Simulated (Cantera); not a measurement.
A closed system holds: 1 mol CH2F2, 8 mol H2, at 3098.15 K and 0.00290 bar.

These are equilibrium values from Cantera (NASA tables, ideal gas, pure condensed phases), not measurements of a reactor. Candidate condensed phases: C, C6H6, C7H8, C8H18; 95 gas species. Rates play no part.

Base state: H 0.816, HF 0.0972, H2 0.0432, C 0.0141, F 0.0135, C3 0.0102, C2 0.00325, C2H 0.00140 (mole fractions); condensed: gas only.

**Question.** What changes in the equilibrium state with this change: H2 from 8 to 0.55 mol?

**Answer.** 
```csv
species,before,after
HF,0.0972,0.383
H,0.816,0.381
F,0.0135,0.114
C3,0.0102,0.0627
H2,0.0432,0.00942
C2,0.00325,0.0109
C,0.0141,0.0257
CF2,6.52e-7,8.51e-5
C5,2.65e-5,0.000543
CF,0.000619,0.00957
C4,1.48e-5,0.000166
C2H,0.00140,0.00218
```
